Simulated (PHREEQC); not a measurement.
0.5 g of hydrous ferric oxide (600 m²/g; 0.2 weak and 0.005 strong sites per Fe, Dzombak-Morel constants, diffuse double layer) in 1 kg of water with 0.05 mol/kgw of an inert sodium salt and 5.4e-05 mol ZnSO4, 2.9e-06 mol CaCl2 and 1.1e-05 mol H3BO3, at 25 °C; the pH is set by adding NaOH or the inert anion's acid. Oxygen alone is held at its pressure in air (log pO2 = -0.68). CO2 from the air is kept out. Precipitation was switched off in this run.

The series has 13 steps of pH, from 4 to 10.

Model: ion-association model, wateq4f.dat, run in PHREEQC.

Q: Near which pH is half of the S sorbed, and on which side is more sorbed?

A: Near pH 6.5, with more sorbed at lower pH.

Q: Near which pH is half of the Zn sorbed, and on which side is more sorbed?

A: Near pH 6.2, with more sorbed at higher pH.

Q: Near which pH is half of the Ca sorbed, and on which side is more sorbed?

A: Near pH 8.7, with more sorbed at higher pH.

Species that the database lacks are ignored.
